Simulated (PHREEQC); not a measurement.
A solution holds 0.015 mol/kgw KH2PO4, 9.7e-05 mol/kgw Na2SO4 and 0.027 mol/kgw NaCl, at 70 °C. Closed to the air; pH follows from the charge balance.

Computed with PHREEQC (ion-association model, wateq4f.dat).

This is a speciation only: nothing precipitates in the calculation.

Order these S species by the share of S that they hold, largest first: HSO4-, KSO4-, NaSO4-, SO4-2.

SO4-2 (85 %), KSO4- (7.9 %), NaSO4- (6.7 %), HSO4- (0.33 %)

The pH is 4.64 and the ionic strength 0.0424 mol/kgw. H3PO4, which wateq4f.dat lacks, is added to it with the constant of phreeqc.dat. Away from 25 °C the constants follow the database's enthalpies or fits; those with neither stay at their 25 °C values.
